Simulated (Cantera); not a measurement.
Input (Python, Cantera) and output of one run.

```python
import numpy as np
import cantera as ct

gas_names = """
    Fe FeO Fe(OH)2 H HNO HNO2 HNO3 HO2 H2 H2O H2O2 H2S H2SO4 N NH NH2 NH3 NH2OH NO NO2 NO3 N2 N2H2 N2H4
    N2O O OH O2 O3 S SH SN SO SO2 SO3 S2 S2O S8
""".split()
cond_names = """
    Fe(a) Fe(c) Fe(d) Fe(L) FeO(s) FeO(L) Fe(OH)2(s) Fe(OH)3(s) FeS(a) FeS(b) FeS(c) FeS(L) FeSO4(s)
    FeS2(s) Fe2O3(s) Fe2S3O12(s) Fe3O4(s) H2O(s) H2O(L) H2SO4(L) S(cr1) S(cr2) S(L)
""".split()


# ... load() reads the species with a 1 bar reference pressure and builds the phases ...
atoms = {
    'Fe2O3': {'Fe': 2, 'O': 3},
    'H2S': {'H': 2, 'S': 1},
    'N2': {'N': 2},
}
top_T = {'FeSO4(s)': 950, 'FeS2(s)': 1010, 'Fe2O3(s)': 1830, 'Fe2S3O12(s)': 1100, 'Fe3O4(s)': 1870}  # K; cautious upper limits of use, not melting points


# ... equilibrate(T, P, feed) seeds the gas with the atoms and calls Mixture.equilibrate('TP', solver="vcs", rtol=1e-11, max_steps=5000) ...
results = []
feed = {'Fe2O3': 1, 'H2S': 0.47, 'N2': 24}  # mol
T = 775  # K
P = 1000  # Pa
mix = equilibrate(T, P, feed)
results.append((T, P, feed, dict(zip(mix.species_names, mix.species_moles))))
x = sorted(zip(gas.X, gas.species_names), reverse=True)
print(f"T = {T:g} K  P = {P:g} Pa  gas = {mix.phase_moles(0):.4g} mol")
print("   x: " + "  ".join(f"{s} {v:.3e}" for v, s in x if v > 0.001))
print("   condensed (mol): " + ("  ".join(f"{mix.phase(i).name} {mix.phase_moles(i):.4g}"
      for i in range(1, mix.n_phases) if mix.phase_moles(i) > 1e-12) or "none"))
```

It prints:

```
T = 775 K  P = 1000 Pa  gas = 24.62 mol
   x: N2 9.749e-01  H2O 1.891e-02  SO2 5.752e-03
   condensed (mol): FeS(c) 0.3117  Fe3O4(s) 0.5628
```

These are equilibrium values from Cantera (NASA tables, ideal gas, pure condensed phases), not measurements of a reactor. FeS: taken at fixed stoichiometry. Gases not in the tables: S3 to S7.
